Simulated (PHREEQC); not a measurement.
Solution (20 °C): 12 mmol/kgw KNO3. Closed to the air; pH follows from the charge balance.

Computed with PHREEQC (ion-association model, phreeqc.dat).

Each row changes one thing in this solution. Precipitation was switched off in this run.

```tsv
case	pH	ionic strength (mol/kgw)
as made	7.08	0.0120
KNO3 replaced by K2SO4 at the same molality	7.17	0.0343
diluted 10-fold with water	7.08	0.00120
KNO3 replaced by Fe(NO3)3 at the same molality	2.27	0.0666
temperature from 20 to 40 °C	6.76	0.0120
KNO3 from 0.012 to 0.024 mol/kgw	7.08	0.0240
```

Some of these states are supersaturated (in Hematite (slow to form), Goethite (slow to form), for instance). Away from 25 °C the constants follow the database's enthalpies or fits; those with neither stay at their 25 °C values.
